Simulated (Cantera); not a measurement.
Input: 1 mol SiO2, 1.2 mol MgO, 71 mol H2, equilibrated at 1.50 bar.

Cantera equilibrium calculation (NASA polynomials, part measured and part estimated; ideal gas, pure solids and liquids). Candidate condensed phases: H2O, Mg, MgO, Mg(OH)2, MgSiO3, Mg2SiO4, Si, SiO2; 24 gas species. Mutual solubility and eutectic melting of coexisting phases are not modelled. Condensed phases not in the tables: alloys, solid solutions and most ternary compounds. Equilibrium is a limit: real reactors are often held back by kinetics, nucleation or transport.

Task: At 1973 K, list the 4 most abundant gas species with their mole fractions, and the condensed phases.

Result: H2 0.990, H2O 0.00454, SiO 0.00422, H 0.00110. Condensed: MgSiO3(l) + Mg2SiO4(s).
